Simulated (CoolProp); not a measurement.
Acetone along the isotherm 33.15 °C: density (kg/m³) from the reference equation and from simpler models built on Tc = 235.0 °C, pc = 4.692 MPa, ω = 0.307; each cubic takes its own stable root.

Computed with CoolProp (reference Helmholtz-energy equation of state, Lemmon 2006). It is a short technical equation, of lower accuracy than the large ones.

```json
[
 {"p (MPa)": "0.0223", "phase": "gas", "reference": "0.5167", "van der Waals": "0.5109", "Redlich-Kwong": "0.5119", "Soave-Redlich-Kwong": "0.5124", "Peng-Robinson": "0.5126"},
 {"p (MPa)": "0.0327", "phase": "gas", "reference": "0.7636", "van der Waals": "0.7508", "Redlich-Kwong": "0.7530", "Soave-Redlich-Kwong": "0.7541", "Peng-Robinson": "0.7544"},
 {"p (MPa)": "0.048", "phase": "liquid", "reference": "775.5", "van der Waals": "1.106", "Redlich-Kwong": "1.110", "Soave-Redlich-Kwong": "606.6", "Peng-Robinson": "684.5"},
 {"p (MPa)": "0.0704", "phase": "liquid", "reference": "775.5", "van der Waals": "1.629", "Redlich-Kwong": "1.640", "Soave-Redlich-Kwong": "606.6", "Peng-Robinson": "684.5"},
 {"p (MPa)": "0.103", "phase": "liquid", "reference": "775.5", "van der Waals": "2.400", "Redlich-Kwong": "584.0", "Soave-Redlich-Kwong": "606.7", "Peng-Robinson": "684.5"},
 {"p (MPa)": "0.152", "phase": "liquid", "reference": "775.6", "van der Waals": "3.580", "Redlich-Kwong": "584.1", "Soave-Redlich-Kwong": "606.7", "Peng-Robinson": "684.6"},
 {"p (MPa)": "0.223", "phase": "liquid", "reference": "775.7", "van der Waals": "5.339", "Redlich-Kwong": "584.2", "Soave-Redlich-Kwong": "606.8", "Peng-Robinson": "684.6"},
 {"p (MPa)": "0.327", "phase": "liquid", "reference": "775.8", "van der Waals": "8.030", "Redlich-Kwong": "584.4", "Soave-Redlich-Kwong": "606.9", "Peng-Robinson": "684.7"},
 {"p (MPa)": "0.48", "phase": "liquid", "reference": "775.9", "van der Waals": "397.0", "Redlich-Kwong": "584.6", "Soave-Redlich-Kwong": "607.1", "Peng-Robinson": "684.9"},
 {"p (MPa)": "0.704", "phase": "liquid", "reference": "776.2", "van der Waals": "397.5", "Redlich-Kwong": "585.0", "Soave-Redlich-Kwong": "607.3", "Peng-Robinson": "685.1"},
 {"p (MPa)": "1.03", "phase": "liquid", "reference": "776.5", "van der Waals": "398.2", "Redlich-Kwong": "585.5", "Soave-Redlich-Kwong": "607.7", "Peng-Robinson": "685.5"},
 {"p (MPa)": "1.52", "phase": "liquid", "reference": "777.1", "van der Waals": "399.3", "Redlich-Kwong": "586.3", "Soave-Redlich-Kwong": "608.2", "Peng-Robinson": "685.9"},
 {"p (MPa)": "2.23", "phase": "liquid", "reference": "777.8", "van der Waals": "400.7", "Redlich-Kwong": "587.3", "Soave-Redlich-Kwong": "609.0", "Peng-Robinson": "686.7"},
 {"p (MPa)": "3.27", "phase": "liquid", "reference": "778.9", "van der Waals": "402.8", "Redlich-Kwong": "588.9", "Soave-Redlich-Kwong": "610.0", "Peng-Robinson": "687.7"},
 {"p (MPa)": "4.8", "phase": "liquid", "reference": "780.5", "van der Waals": "405.6", "Redlich-Kwong": "591.1", "Soave-Redlich-Kwong": "611.6", "Peng-Robinson": "689.1"},
 {"p (MPa)": "7.04", "phase": "liquid", "reference": "782.7", "van der Waals": "409.3", "Redlich-Kwong": "594.1", "Soave-Redlich-Kwong": "613.8", "Peng-Robinson": "691.2"}
]
```

At some of these states van der Waals, Redlich-Kwong gives the other phase, because its saturation line lies elsewhere.
